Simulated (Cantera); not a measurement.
A closed system holds: 1 mol SiH2Cl2, 0.0077 mol Cl2, 5.8 mol H2, held at 2.90 mbar.

Cantera equilibrium calculation (NASA polynomials, part measured and part estimated; ideal gas, pure solids and liquids). Candidate condensed phases: Si; 19 gas species. Kinetics and transport are ignored.

Over these rows the condensed part is Si(s). Partial pressures as log10 of bar:

| T (K) | 1000/T (1/K) | log p SiCl4 | log p H2 | log p HCl | log p SiCl2 |
|---|---|---|---|---|---|
| 1173 | 0.8525 | -4.32 | -2.62 | -3.51 | -4.05 |
| 1223 | 0.8177 | ? | -2.62 | -3.46 | -3.92 |
| 1273 | 0.7855 | -4.97 | -2.63 | -3.44 | -3.84 |
| 1323 | 0.7559 | -5.36 | -2.63 | -3.43 | -3.79 |
| 1373 | 0.7283 | -5.75 | -2.63 | -3.43 | -3.77 |
| 1423 | 0.7027 | -6.13 | -2.63 | -3.43 | -3.75 |

Question: Fit log p(SiCl4) = a + b·(1000/T) to the five rows, give the apparent enthalpy, and predict the row at 1223 K.

Answer: Means: 1000/T = 0.7650, log p = -5.306. Sxy = 0.161284, Sxx = 0.0133875, so b = 12.05 and a = -5.306 − (12.05)×0.7650 = -14.52.
Apparent enthalpy: −19.145 × (12.05) = -231 kJ/mol. With the condensed phases at unit activity, 2 SiCl2(g) = SiCl4(g) + Si(s) links this pressure to the main gases: over the six rows their terms move log p by +0.60 in all, so the slope isn't that reaction's ΔH° alone. The five rows lie within 0.08 of the line.
Prediction at 1223 K: -14.52 + (12.05)×0.8177 = -4.67. The computed value is -4.61, 0.06 from the line.
